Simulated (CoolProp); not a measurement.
The numbers come from the reference Helmholtz-energy equation of state, Zhou 2012 in CoolProp.

### Question
For m-xylene, give the phase and the cv (kJ/(kg K)), viscosity (µPa s), conductivity (mW/(m K)), fugacity coefficient at 490.9 K and 2.41 MPa.

### Answer
- 490.9 K and 2.41 MPa: liquid; cv 1.92, viscosity 134, conductivity 86.1, fugacity coefficient 0.223

Viscosity comes from a separate model (Cao 2016). Thermal conductivity comes from a separate model (Mylona 2014).
